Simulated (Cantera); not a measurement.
Input: 1 mol HF, 1.8 mol H2O, 0.14 mol O2, held at 1.00 bar.

Method: chemical equilibrium by Gibbs-energy minimisation in Cantera with the NASA 1993 tables (ideal gas, pure condensed phases). Candidate condensed phases: H2O; 37 gas species. Ions and electrons are included (thermal ionisation). Rates play no part. All values below are at 2477 °C.

Base state: H2O 0.513, HF 0.324, O2 0.0520, OH 0.0470, H2 0.0402, H 0.0137, O 0.0101, F 0.000417 (mole fractions); condensed: gas only.

**Question.** What changes in the equilibrium state with this change: O2 from 0.14 to 1 mol?

**Answer.** 
| species | before | after |
|---|---|---|
| H2O | 0.513 | 0.405 |
| HF | 0.324 | 0.252 |
| O2 | 0.0520 | 0.236 |
| H2 | 0.0402 | 0.0149 |
| O | 0.0101 | 0.0216 |
| H | 0.0137 | 0.00836 |
| OH | 0.0470 | 0.0609 |
| HO2 | 2.06e-5 | 5.70e-5 |
| F | 0.000417 | 0.000533 |
